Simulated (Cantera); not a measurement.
## Sublimation and decomposition of ceramics: Si3N4 + H2

A closed system holds: 1 mol Si3N4, 0.22 mol H2, at 2273 K.

These are equilibrium values from Cantera (NASA tables, ideal gas, pure condensed phases), not measurements of a reactor. Candidate condensed phases: Si, Si3N4; 18 gas species. Mutual solubility and eutectic melting of coexisting phases are not modelled. The tables' values for SiN are old estimates; treat these amounts as uncertain. Gases not in the tables: Si2H6 and higher silanes. The numbers say what is thermodynamically allowed, not how fast it happens.

From 0.00750 Torr to 0.750 Torr nothing is condensed. From 3.45 Torr to 1650 Torr the condensed part is Si(l). At 7500 Torr the condensed part is Si(l) + Si3N4(s). The main Si-bearing gas is Si at 0.00750 Torr and SiH2 at 7500 Torr.

```
P (Pa)    x N2      x H2      x Si      x H     x Si2     x SiN  n Si(l)  n Si3N4(s)
-------  -----  --------  --------  -------  --------  --------  -------  ----------
1        0.368  0.000888     0.552   0.0792   7.65e-5  0.000156        0           0
4.60     0.369   0.00357     0.553   0.0740  0.000353  0.000335        0           0
22       0.372    0.0111     0.554   0.0595   0.00170  0.000737        0           0
100      0.379    0.0218     0.548   0.0392   0.00754   0.00157        0           0
460      0.737    0.0649     0.159   0.0316   0.00292   0.00136     2.53           0
2200     0.861    0.0862    0.0332   0.0166  0.000611  0.000673     2.91           0
10000    0.890    0.0937   0.00731  0.00813  0.000134  0.000321     2.98           0
46000    0.897    0.0967   0.00159  0.00385   2.92e-5  0.000150     2.99           0
220000   0.900    0.0980  0.000332  0.00177   6.11e-6   6.87e-5     3.00           0
1000000  0.379     0.619   7.31e-5  0.00209   1.34e-6   2.09e-5    0.201       0.933
```
x: gas mole fraction; n: condensed amount in mol.
